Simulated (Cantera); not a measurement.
Charge: 1 mol Pb, 0.035 mol H₂, at 21.0 Pa.

Method: chemical equilibrium by Gibbs-energy minimisation in Cantera with the NASA 1993 tables (ideal gas, pure condensed phases). Candidate condensed phases: Pb; 4 gas species. Rates play no part.

x: gas mole fraction; n: condensed amount in mol.

```csv
T (K),x H₂,x Pb,x H,x Pb₂,n Pb(s),n Pb(l)
475,1.00,<1e-12,<1e-12,<1e-12,1.00,0
550,1.00,7.27e-10,<1e-12,<1e-12,1.00,0
625,1.00,1.11e-7,<1e-12,<1e-12,0,1.00
700,1.000,5.30e-6,___,<1e-12,0,1.00
775,1.000,0.000119,___,4.63e-12,0,1.000
850,0.998,0.00152,___,3.35e-10,0,1.000
925,0.987,0.0127,___,1.19e-8,0,1.000
1000,0.923,0.0771,___,2.43e-7,0,0.997
1075,0.638,0.362,___,3.22e-6,0,0.980
1150,0.0338,0.966,___,1.48e-5,0,0
1225,0.0338,0.966,___,1.00e-5,0,0
1300,0.0338,0.966,___,7.11e-6,0,0
1375,0.0338,0.966,___,5.23e-6,0,0
```

Question: What belongs in the gaps?

Answer: 
- 700, x H: 1.74e-12
- 775, x H: 6.84e-11
- 850, x H: 1.41e-9
- 925, x H: 1.79e-8
- 1000, x H: 1.50e-7
- 1075, x H: 8.09e-7
- 1150, x H: 9.47e-7
- 1225, x H: 3.95e-6
- 1300, x H: 1.40e-5
- 1375, x H: 4.35e-5
